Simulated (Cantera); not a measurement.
Charge: 1 mol V2O5, a varied amount of H2, 6.4 mol N2, at 450 °C and 13.3 mbar.

Method: chemical equilibrium by Gibbs-energy minimisation in Cantera with the NASA 1993 tables (ideal gas, pure condensed phases). Candidate condensed phases: H2O, V, VN, VO, V2O3, V2O4, V2O5; 28 gas species. Condensed phases not in the tables: the oxides between V2O3 and V2O5 other than VO2. Rates play no part.

x: gas mole fraction; n: condensed amount in mol.

```
n(H2) (mol)   x H2     x N2    x H2O  x NH3  n V2O3(s)
-----------  -----  -------  -------  -----  ---------
140          0.943   0.0437   0.0137    [?]       1.00
180          0.955   0.0343   0.0107    [?]       1.00
240          0.966   0.0260  0.00812    [?]       1.00
330          0.975   0.0190  0.00595    [?]       1.00
440          0.981   0.0143  0.00448    [?]       1.00
590          0.986   0.0107  0.00335    [?]       1.00
790          0.989  0.00803  0.00251    [?]       1.00
1100         0.992  0.00578  0.00181    [?]       1.00
1400         0.994  0.00455  0.00142    [?]       1.00
```

Q: Complete the blanks.

A: 
- 140, x NH3: 1.79e-5
- 180, x NH3: 1.62e-5
- 240, x NH3: 1.43e-5
- 330, x NH3: 1.24e-5
- 440, x NH3: 1.09e-5
- 590, x NH3: 9.47e-6
- 790, x NH3: 8.24e-6
- 1100, x NH3: 7.02e-6
- 1400, x NH3: 6.24e-6
